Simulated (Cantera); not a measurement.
Source: NASA polynomial tables (part measured, part estimated), evaluated in Cantera. Values are per mole of reaction as written; species without (g) are pure solids or liquids, kept so even where they would boil at 1 bar.

Problem. Between 300 and 1373 K, where is each reaction favourable under standard conditions?
- O(g) + 2 LiCl ⇌ Li2O + 2 Cl(g)

Solution. 
- O(g) + 2 LiCl ⇌ Li2O + 2 Cl(g): ΔG° is 185 kJ at 300 K and 127 kJ at 1373 K; it stays positive (K < 1). ΔH° is 157 kJ and ΔS° 22 J/K at 1373 K.
